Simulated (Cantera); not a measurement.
An isothermal, constant-pressure homogeneous reactor starts with NH₃ : H₂ = 1 : 0.97 (molar parts), at 1673 K and 0.0661 atm.

Computed with Cantera and the gas-phase N/H chemistry of the illustrative SiF4/NH3 mechanism in the Surface Chemkin manual (1991). Walls and surfaces, which speed up NH3 decomposition in real reactors, are not modelled.

Problem. Predict: x(NH₃) at 100 s; x(H₂) at 100 s; x(N₂) at 100 s; x(N₂H₂) at 100 s; x(NH₂) at 100 s.

Solution. 
```json
{
 "x(NH₃) at 100 s": "0.0240 (gas-phase equilibrium 8.00e-7)",
 "x(H₂) at 100 s": "0.815 (gas-phase equilibrium 0.831)",
 "x(N₂) at 100 s": "0.160 (gas-phase equilibrium 0.168)",
 "x(N₂H₂) at 100 s": "1.13e-8 (gas-phase equilibrium <1e-12)",
 "x(NH₂) at 100 s": "1.74e-5 (gas-phase equilibrium 9.69e-10)"
}
```
